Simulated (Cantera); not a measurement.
Cantera run:

```python
import numpy as np
import cantera as ct

gas_names = [...]  # 118 gases of nasa_gas.yaml made of C, Cl, F, H
cond_names = """
    C(gr) C6H6(L) C7H8(L) C8H18(L),n-octa
""".split()


# ... load() reads the species with a 1 bar reference pressure and builds the phases ...
atoms = {
    'CH3F': {'C': 1, 'H': 3, 'F': 1},
    'HCl': {'H': 1, 'CL': 1},
}
top_T = {'C(gr)': 4500}  # K; cautious upper limits of use, not melting points


# ... equilibrate(T, P, feed) seeds the gas with the atoms and calls Mixture.equilibrate('TP', solver="vcs", rtol=1e-11, max_steps=5000) ...
results = []
feed = {'CH3F': 1, 'HCl': 0.016}  # mol
T = 3073  # K
P = 100000  # Pa
mix = equilibrate(T, P, feed)
results.append((T, P, feed, dict(zip(mix.species_names, mix.species_moles))))
x = sorted(zip(gas.X, gas.species_names), reverse=True)
print(f"T = {T:g} K  P = {P:g} Pa  gas = {mix.phase_moles(0):.4g} mol")
print("   x: " + "  ".join(f"{s} {v:.3e}" for v, s in x if v > 0.0001))
print("   condensed (mol): " + ("  ".join(f"{mix.phase(i).name} {mix.phase_moles(i):.4g}"
      for i in range(1, mix.n_phases) if mix.phase_moles(i) > 1e-12) or "none"))
```

Output:

```
T = 3073 K  P = 100000 Pa  gas = 2.152 mol
   x: HF 4.635e-01  H2 3.750e-01  H 1.204e-01  C2H2,acetylene 2.868e-02  HCL 6.097e-03  C2H 1.752e-03  CL 1.327e-03  F 1.048e-03  C4H2 9.158e-04  C3 6.664e-04  CF 1.405e-04  C2H2,vinylidene 1.066e-04
   condensed (mol): C(gr) 0.8544
```

Method: chemical equilibrium by Gibbs-energy minimisation in Cantera with the NASA 1993 tables (ideal gas, pure condensed phases).
